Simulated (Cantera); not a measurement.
# C3H8 + NH3 + H2 (carbon deposition, reforming and gasification)

Feed: 1 mol C3H8, 0.041 mol NH3, 1.5 mol H2, at 4.10 bar.

Method: chemical equilibrium by Gibbs-energy minimisation in Cantera with the NASA 1993 tables (ideal gas, pure condensed phases). Candidate condensed phases: C, C6H6, C7H8, C8H18; 92 gas species. The numbers say what is thermodynamically allowed, not how fast it happens.

| T (°C) | log p H2 | log p H | log p C2H2 (acetylene) | log p HCN | log p N2 | n C(graphite) |
|---|---|---|---|---|---|---|
| 1827 | 0.61 | -2.20 | -2.23 | -2.32 | -1.90 | 2.97 |
| 1877 | 0.61 | -2.07 | -2.10 | -2.25 | -1.92 | 2.96 |
| 1927 | 0.61 | -1.95 | -1.98 | -2.19 | -1.94 | 2.96 |
| 1977 | 0.61 | -1.83 | -1.87 | -2.13 | -1.96 | 2.95 |
| 2027 | 0.61 | -1.71 | -1.76 | -2.07 | -1.98 | 2.93 |
| 2077 | 0.61 | -1.60 | -1.65 | -2.02 | -2.01 | 2.92 |
| 2127 | 0.60 | -1.50 | -1.55 | -1.98 | -2.04 | 2.90 |
| 2177 | 0.60 | -1.40 | -1.46 | -1.94 | -2.07 | 2.88 |
| 2227 | 0.60 | -1.30 | -1.37 | -1.90 | -2.10 | 2.86 |
| 2277 | 0.60 | -1.21 | -1.28 | -1.87 | -2.14 | 2.83 |
| 2327 | 0.59 | -1.12 | -1.20 | -1.84 | -2.18 | 2.79 |
| 2377 | 0.59 | -1.03 | -1.12 | -1.81 | -2.22 | 2.76 |
| 2427 | 0.59 | -0.95 | -1.04 | -1.79 | -2.26 | 2.71 |
| 2477 | 0.58 | -0.87 | -0.97 | -1.77 | -2.31 | 2.66 |
log p: log10 of the partial pressure in bar; n: condensed amount in mol.

From 1827 °C to 2477 °C the condensed part is C(graphite). The main C-bearing gas is C2H2 (acetylene) throughout. The share of C in condensed phases is highest at 1827 °C (99.0 %) and lowest at 2477 °C (88.7 %).
